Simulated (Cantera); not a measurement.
Cantera run:

```python
import numpy as np
import cantera as ct

gas_names = """
    Ca CaF CaF2 CaO CaOH CaO2H2 Ca2 F FO FO2 F2 F2O H HF HOF HO2 H2 H2F2 H2O H2O2 H3F3 H4F4 H5F5 H6F6
    H7F7 O OH O2 O3
""".split()
cond_names = """
    Ca(a) Ca(b) Ca(L) CaF2(a) CaF2(b) CaF2(L) CaO(s) CaO(L) CaO2H2(s) H2O(s) H2O(L)
""".split()


# ... load() reads the species with a 1 bar reference pressure and builds the phases ...
atoms = {
    'CaO': {'Ca': 1, 'O': 1},
    'F2': {'F': 2},
    'O2': {'O': 2},
    'HF': {'H': 1, 'F': 1},
}
top_T = {}  # K; cautious upper limits of use, not melting points


# ... equilibrate(T, P, feed) seeds the gas with the atoms and calls Mixture.equilibrate('TP', solver="vcs", rtol=1e-11, max_steps=5000) ...
results = []
feed = {'CaO': 1, 'F2': 4.7, 'O2': 0.24, 'HF': 3}  # mol
T = 898  # K
P = 17  # Pa
mix = equilibrate(T, P, feed)
results.append((T, P, feed, dict(zip(mix.species_names, mix.species_moles))))
print(gas.report(threshold=1e-05))
for i in range(1, mix.n_phases):
    print(f"{mix.phase(i).name:16s} {mix.phase_moles(i):12.5e} mol")
```

It prints:

```
       temperature   898 K
          pressure   17 Pa
           density   4.8483e-05 kg/m^3
  mean mol. weight   21.294 kg/kmol
   phase of matter   gas

                          1 kg             1 kmol
                     ---------------   ---------------
          enthalpy       -7.3834e+05       -1.5722e+07  J
   internal energy        -1.089e+06       -2.3188e+07  J
           entropy             13036        2.7758e+05  J/K
    Gibbs function       -1.2445e+07       -2.6499e+08  J
 heat capacity c_p            1201.9             25594  J/K
 heat capacity c_v            811.48             17280  J/K

                      mass frac. Y      mole frac. X     chem. pot. / RT
                     ---------------   ---------------   ---------------
                 F           0.52398           0.58729           -18.837
                F2           0.10284          0.057635           -37.674
                HF            0.2676           0.28482           -68.866
                O2           0.10557          0.070256           -37.616
     [  +25 minor]        5.9579e-07        2.9353e-07

Ca(b)             0.00000e+00 mol
CaF2(a)           1.00000e+00 mol
CaO(s)            0.00000e+00 mol
CaO2H2(s)         0.00000e+00 mol
```

Equilibrium computed with Cantera from the NASA thermochemical tables; the gas is ideal and each condensed phase is pure.
